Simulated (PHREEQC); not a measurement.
A made-up water analysis in mg/L, 25 °C, pH 3.88, pe 10.3: Na 170; K 15.6; Ca 501; Mg 3.12; Cl 50; S(6) as SO4 1370; Zn 3.07.

Valence states are taken as typed.

The numbers come from PHREEQC with the ion-association model, wateq4f.dat.

Precipitation was switched off in this run.

Problem. What ionic strength does the model give?

Solution. ionic strength 0.0419 mol/kgw.

Problem. In which forms is S present?

Solution. SO4-2 70 %, CaSO4 28 %, NaSO4- 1.2 %, HSO4- 0.5 % of the S.

Species that the database lacks are ignored.
